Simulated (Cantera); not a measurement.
A closed system holds: 1 mol AlN, 0.011 mol C, 3.3 mol N2, at 1575 K and 1 atm.

These are equilibrium values from Cantera (NASA tables, ideal gas, pure condensed phases), not measurements of a reactor. Candidate condensed phases: Al, AlN, C; 16 gas species. Kinetics and transport are ignored.

Base state: N2 1.00 (mole fractions); condensed: AlN(s) + C(graphite).

Question: What changes in the equilibrium state with this change: temperature from 1575 K to 2550 K?

Answer: 
```
species            before     after
----------------  -------  --------
N2                   1.00     0.928
Al                  <1e-9    0.0716
Al2                 <1e-9  0.000167
CN                  <1e-9  0.000148
C2N2              1.14e-8   9.67e-5
AlN(s), mol          1.00     0.734
C(graphite), mol   0.0110   0.00971
```
